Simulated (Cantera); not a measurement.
**Hydrocarbon pyrolysis for carbon deposition**

An isothermal, constant-pressure homogeneous reactor starts with C₂H₆ : N₂ = 1 : 1 (molar parts), at 1223 K and 0.0267 bar.

Computed with Cantera and GRI-Mech 3.0 (53 species, 325 reactions). GRI-Mech 3.0 stops at C3 and has no aromatics, soot or wall deposition, so with more carbon than oxygen in the feed, carbon stays in small species such as C2H2 where larger ones or solid carbon would form. Radical loss at walls, strong at low pressure, is not modelled.

| t (s) | x C₂H₆ | x H | x CH₂ | x C₂H | x H₂ |
|---|---|---|---|---|---|
| 2.00e-6 | 0.500 | 1.49e-10 | <1e-12 | <1e-12 | 8.27e-11 |
| 7.02e-6 | 0.500 | 5.47e-10 | <1e-12 | <1e-12 | 8.86e-10 |
| 2.46e-5 | 0.500 | 5.93e-9 | 1.20e-12 | <1e-12 | 2.46e-8 |
| 8.65e-5 | 0.500 | 7.43e-8 | 3.82e-11 | <1e-12 | 1.08e-6 |
| 0.000304 | 0.500 | 7.79e-7 | 6.51e-10 | <1e-12 | 4.19e-5 |
| 0.00107 | 0.498 | 4.90e-6 | 4.05e-9 | <1e-12 | 0.00112 |
| 0.00374 | 0.477 | 1.11e-5 | 1.81e-8 | 6.65e-12 | 0.0126 |
| 0.0131 | 0.394 | 1.29e-5 | 1.97e-8 | 3.95e-11 | 0.0592 |
| 0.0461 | 0.203 | 1.57e-5 | 1.42e-8 | 1.46e-10 | 0.165 |
| 0.162 | 0.0238 | 1.63e-5 | 3.65e-9 | 4.34e-10 | 0.270 |
| 0.568 | 0.00106 | 4.76e-6 | 1.98e-10 | 2.33e-10 | 0.307 |
| 1.99 | 0.000180 | 2.16e-6 | 3.49e-11 | 1.44e-10 | 0.330 |
| 7.00 | 0.000112 | 2.12e-6 | 2.61e-11 | 1.94e-10 | 0.368 |
x: mole fraction; the columns are a selection and need not sum to one.

Equilibrium at this temperature and pressure: C₂H₆ 1.95e-5, H 1.17e-6, CH₂ 8.19e-12, C₂H 1.18e-10, H₂ 0.398 (gas phase only).
